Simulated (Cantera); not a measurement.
An adiabatic, constant-pressure homogeneous reactor starts with 45.7 % H₂, 11.4 % O₂, 42.9 % N₂, at 1448 K and 5.00 bar.

Computed with Cantera and the H2/O2 subset of GRI-Mech 3.0, which has no nitrogen chemistry. The hydrogen kinetics of GRI-Mech 3.0 are dated; newer H2 mechanisms differ, most at raised pressure.

Task: Predict: time of steepest temperature rise; temperature at 0.100 s; equilibrium temperature; x(H₂) at 0.100 s; x(O₂) at 0.100 s; x(O) at 0.100 s; x(H₂O) at 0.100 s; x(HO₂) at 0.100 s; x(OH) at 0.100 s.

Result: 
| Property | Value |
|---|---|
| time of steepest temperature rise | 3.61 µs |
| temperature at 0.100 s | 2869 K |
| equilibrium temperature | 2869 K |
| x(H₂) at 0.100 s | 0.246 (gas-phase equilibrium 0.246) |
| x(O₂) at 0.100 s | 0.000161 (gas-phase equilibrium 0.000161) |
| x(O) at 0.100 s | 0.000404 (gas-phase equilibrium 0.000404) |
| x(H₂O) at 0.100 s | 0.246 (gas-phase equilibrium 0.246) |
| x(HO₂) at 0.100 s | 3.57e-7 (gas-phase equilibrium 3.57e-7) |
| x(OH) at 0.100 s | 0.00690 (gas-phase equilibrium 0.00690) |
